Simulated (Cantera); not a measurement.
Thermodynamics of chlorosilane synthesis and conversion, feed SiCl4 + HCl + H2

A closed system holds: 1 mol SiCl4, 3.4 mol HCl, 1.8 mol H2, held at 18.0 bar.

These are equilibrium values from Cantera (NASA tables, ideal gas, pure condensed phases), not measurements of a reactor. Candidate condensed phases: Si; 19 gas species. The tables' values for SiCl3 are old estimates; treat these amounts as uncertain. Kinetics and transport are ignored.

From 352 °C to 1252 °C nothing is condensed. The main Si-bearing gas is SiCl4 throughout.

| T (°C) | x HCl | x H2 | x SiCl4 | x SiHCl3 | x SiCl3 | x SiCl2 | x SiH2Cl2 | x Cl |
|---|---|---|---|---|---|---|---|---|
| 352 | 0.548 | 0.290 | 0.161 | 4.13e-6 | 1.36e-11 | <1e-12 | 5.71e-12 | <1e-12 |
| 452 | 0.548 | 0.290 | 0.161 | 2.63e-5 | 1.50e-9 | <1e-12 | 2.99e-10 | <1e-12 |
| 552 | 0.548 | 0.290 | 0.161 | 0.000105 | 5.21e-8 | 1.49e-12 | 5.82e-9 | 1.94e-12 |
| 652 | 0.549 | 0.290 | 0.161 | 0.000309 | 8.29e-7 | 1.69e-10 | 5.83e-8 | 6.03e-11 |
| 752 | 0.549 | 0.290 | 0.161 | 0.000728 | 7.59e-6 | 7.48e-9 | 3.66e-7 | 9.65e-10 |
| 852 | 0.550 | 0.289 | 0.160 | 0.00146 | 4.63e-5 | 1.65e-7 | 1.63e-6 | 9.52e-9 |
| 952 | 0.551 | 0.288 | 0.158 | 0.00258 | 0.000208 | 2.15e-6 | 5.61e-6 | 6.50e-8 |
| 1052 | 0.553 | 0.286 | 0.156 | 0.00413 | 0.000731 | 1.85e-5 | 1.57e-5 | 3.34e-7 |
| 1152 | 0.556 | 0.283 | 0.153 | 0.00607 | 0.00211 | 0.000115 | 3.69e-5 | 1.38e-6 |
| 1252 | 0.561 | 0.278 | 0.147 | 0.00822 | 0.00515 | 0.000536 | 7.41e-5 | 4.76e-6 |
x: gas mole fraction; nothing condenses.
